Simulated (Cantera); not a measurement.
Feed: 1 mol Fe(CO)5, 23 mol H2, equilibrated at 4.90 mbar.

Method: chemical equilibrium by Gibbs-energy minimisation in Cantera with the NASA 1993 tables (ideal gas, pure condensed phases). Candidate condensed phases: C, C6H6, C7H8, C8H18, Fe, Fe(CO)5, FeO, Fe(OH)2, Fe(OH)3, Fe2O3, Fe3O4, H2O; 114 gas species. Rates play no part. All values below are at 1075 °C.

Base state: H2 0.821, CO 0.179, H 3.00e-5 (mole fractions); condensed: Fe(γ).

Q: What changes in the equilibrium state with this change: pressure from 4.90 mbar to 1 atm?

A: 
```tsv
species	before	after
H2	0.821	0.819
CO	0.179	0.177
CH4	9.25e-6	0.00194
H2O	8.74e-6	0.00175
CO2	9.71e-7	0.000193
H	3.00e-5	2.08e-6
Fe(γ), mol	1.000	1.00
```
